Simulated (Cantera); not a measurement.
Feed: 1 mol Cr₂O₃, 3000 mol H₂, 1.3 mol N₂, equilibrated at 1998 K and 0.100 bar.

These are equilibrium values from Cantera (NASA tables, ideal gas, pure condensed phases), not measurements of a reactor. Candidate condensed phases: Cr, CrN, Cr₂N, Cr₂O₃, H₂O; 29 gas species. Equilibrium is a limit: real reactors are often held back by kinetics, nucleation or transport.

Base state: H₂ 0.993, H 0.00505, H₂O 0.000995, Cr 0.000664, N₂ 0.000432 (mole fractions); condensed: gas only.

### Question
What changes in the equilibrium state with this change: pressure from 0.100 bar to 17.0 Pa?

### Answer
```tsv
species	before	after
H₂	0.993	0.882
H	0.00505	0.116
H₂O	0.000995	0.000927
Cr	0.000664	0.000627
OH	5.04e-7	1.21e-5
N₂	0.000432	0.000408
```
